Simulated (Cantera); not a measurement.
Cantera run, input and output.

```python
import numpy as np
import cantera as ct

gas = ct.Solution("gri30.yaml")
gas.TPX = 450, 100000, {'CH4': 1, 'H2': 0.24, 'O2': 2.75, 'N2': 12.9, 'H2O': 0.38}
flame = ct.FreeFlame(gas, width=0.04)
flame.set_refine_criteria(ratio=3, slope=0.08, curve=0.16)
flame.transport_model = "mixture-averaged"
flame.solve(loglevel=0, auto=True)
flame.transport_model = "multicomponent"
flame.soret_enabled = False
flame.solve(loglevel=0, refine_grid=True)
z, T = flame.grid, flame.T
thick = (T[-1] - T[0]) / np.gradient(T, z).max()
show = ['CH4', 'H2', 'O2', 'NO', 'H', 'C2H6']
print(f"laminar burning velocity  {flame.velocity[0] * 100:.3f} cm/s")
print(f"burnt temperature         {T[-1]:.1f} K")
print(f"thermal thickness         {thick * 1e3:.4f} mm")
print(f"grid points               {len(z)}")
z0 = z[flame.heat_release_rate.argmax()]
print(f"{'z/mm':>9s}{'T/K':>9s}{'u/(m/s)':>9s}" + "".join(f"{s:>11s}" for s in show))
rows = []
for k in (-3, -2, -1.5, -1, -0.5, -0.25, 0, 0.25, 0.5, 1, 2, 4, 8):
    zz = z0 + k * thick
    rows.append([k * thick, np.interp(zz, z, T), np.interp(zz, z, flame.velocity),
                 *(np.interp(zz, z, flame.X[gas.species_index(s)]) for s in show)])
    print(f"{rows[-1][0] * 1e3:9.3f}{rows[-1][1]:9.1f}{rows[-1][2]:9.3f}" + "".join(f"{x:11.3e}" for x in rows[-1][3:]))
```

Output:

```
laminar burning velocity  33.390 cm/s
burnt temperature         1837.0 K
thermal thickness         0.6672 mm
grid points               139
     z/mm      T/K  u/(m/s)        CH4         H2         O2         NO          H       C2H6
   -2.002    450.6    0.334  5.790e-02  1.354e-02  1.593e-01  8.594e-11  2.532e-14  3.172e-08
   -1.334    455.4    0.338  5.770e-02  1.301e-02  1.591e-01  9.990e-10  2.983e-12  5.905e-07
   -1.001    469.2    0.348  5.707e-02  1.242e-02  1.583e-01  4.250e-09  4.371e-11  3.041e-06
   -0.667    542.1    0.402  5.363e-02  1.138e-02  1.534e-01  3.502e-08  5.176e-09  2.728e-05
   -0.334    871.8    0.650  3.712e-02  9.870e-03  1.273e-01  4.898e-07  1.138e-05  2.558e-04
   -0.167   1187.2    0.888  2.021e-02  9.006e-03  9.827e-02  1.161e-06  1.529e-04  3.756e-04
    0.000   1493.8    1.118  4.171e-03  7.081e-03  6.501e-02  2.143e-06  1.009e-03  4.043e-05
    0.167   1621.5    1.210  1.872e-04  4.253e-03  4.839e-02  3.249e-06  1.793e-03  6.412e-08
    0.334   1674.8    1.246  4.689e-06  3.169e-03  4.347e-02  4.001e-06  1.691e-03  3.796e-11
    0.667   1735.4    1.286  6.221e-09  2.340e-03  4.027e-02  4.874e-06  1.055e-03  4.132e-16
    1.334   1787.4    1.321  1.849e-13  1.307e-03  3.837e-02  5.719e-06  4.009e-04 -1.307e-16
    2.669   1818.7    1.342 -6.822e-16  5.208e-04  3.749e-02  6.390e-06  9.564e-05 -1.060e-16
    5.338   1832.0    1.351 -4.146e-16  1.756e-04  3.724e-02  6.819e-06  1.854e-05 -4.431e-17
```

Model: GRI-Mech 3.0 (53 species, 325 reactions), integrated in Cantera. Burning velocities carry a grid error of a few per cent, more on coarse grids.
